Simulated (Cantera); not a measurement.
An isothermal, constant-pressure homogeneous reactor starts with CH₄ : H₂ = 1 : 45 (molar parts), at 1498 K and 420 Pa.

Cantera simulation using GRI-Mech 3.0 (53 species, 325 reactions); the numbers are that mechanism's predictions, not measurements. GRI-Mech 3.0 stops at C3 and has no aromatics, soot or wall deposition, so with more carbon than oxygen in the feed, carbon stays in small species such as C2H2 where larger ones or solid carbon would form. Radical loss at walls, strong at low pressure, is not modelled.

Question: Predict: x(CH₄) at 20.0 s; x(H₂) at 20.0 s; x(CH₂) at 20.0 s; x(H) at 20.0 s; x(C₂H₆) at 20.0 s.

Answer: 
```
Quantity                                              Result
-----------------  -----------------------------------------
x(CH₄) at 20.0 s     0.0182 (gas-phase equilibrium 0.000365)
x(H₂) at 20.0 s          0.980 (gas-phase equilibrium 0.989)
x(CH₂) at 20.0 s    1.39e-8 (gas-phase equilibrium 4.40e-10)
x(H) at 20.0 s     0.000214 (gas-phase equilibrium 0.000265)
x(C₂H₆) at 20.0 s   4.00e-7 (gas-phase equilibrium 4.54e-10)
```
